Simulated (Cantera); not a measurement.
A closed system holds: 1 mol SiO2, 3.5 mol SiCl4, 0.23 mol H2, equilibrated at 675 K and 0.0473 Torr.

Cantera equilibrium calculation (NASA polynomials, part measured and part estimated; ideal gas, pure solids and liquids). Candidate condensed phases: H2O, Si, SiO2; 30 gas species. The tables' values for SiCl3 are old estimates; treat these amounts as uncertain. The numbers say what is thermodynamically allowed, not how fast it happens.

Base state: SiCl4 0.936, H2 0.0590, HCl 0.00272, SiHCl3 0.00266, SiCl3 4.81e-5 (mole fractions); condensed: SiO2(α-quartz).

Task: What changes in the equilibrium state with this change: 0.34 mol H2O added?

Result: 
```tsv
species	before	after
SiCl4	0.936	0.785
HCl	0.00272	0.160
H2	0.0590	0.0542
SiHCl3	0.00266	3.48e-5
SiCl3	4.81e-5	6.55e-7
SiO2(α-quartz), mol	1.00	1.17
```
